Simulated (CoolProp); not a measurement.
CF4 (R14) along the isobar 11.2 bar: density (kg/m³) from the reference equation and from simpler models built on Tc = -45.8 °C, pc = 37.62 bar, ω = 0.178; each cubic takes its own stable root.

Model: reference Helmholtz-energy equation of state, Platzer 1990, in CoolProp. This equation is an older, rougher fit; its heat capacities, sound speeds and derivatives of the liquid may be far off and weren't checked against measurements.

```json
[
 {"T (°C)": "-95.15", "phase": "liquid", "reference": "1414", "van der Waals": "82.31", "Peng-Robinson": "1538"},
 {"T (°C)": "-86.55", "phase": "liquid", "reference": "1353", "van der Waals": "76.19", "Peng-Robinson": "1451"},
 {"T (°C)": "-77.95", "phase": "gas", "reference": "75.14", "van der Waals": "71.12", "Peng-Robinson": "76.23"},
 {"T (°C)": "-69.35", "phase": "gas", "reference": "69.40", "van der Waals": "66.82", "Peng-Robinson": "70.46"},
 {"T (°C)": "-60.75", "phase": "gas", "reference": "64.81", "van der Waals": "63.11", "Peng-Robinson": "65.76"},
 {"T (°C)": "-52.25", "phase": "gas", "reference": "61.01", "van der Waals": "59.88", "Peng-Robinson": "61.85"},
 {"T (°C)": "-43.65", "phase": "gas", "reference": "57.73", "van der Waals": "56.99", "Peng-Robinson": "58.45"},
 {"T (°C)": "-35.05", "phase": "gas", "reference": "54.87", "van der Waals": "54.40", "Peng-Robinson": "55.49"},
 {"T (°C)": "-26.45", "phase": "gas", "reference": "52.33", "van der Waals": "52.06", "Peng-Robinson": "52.87"}
]
```

At some of these states van der Waals gives the other phase, because its saturation line lies elsewhere.
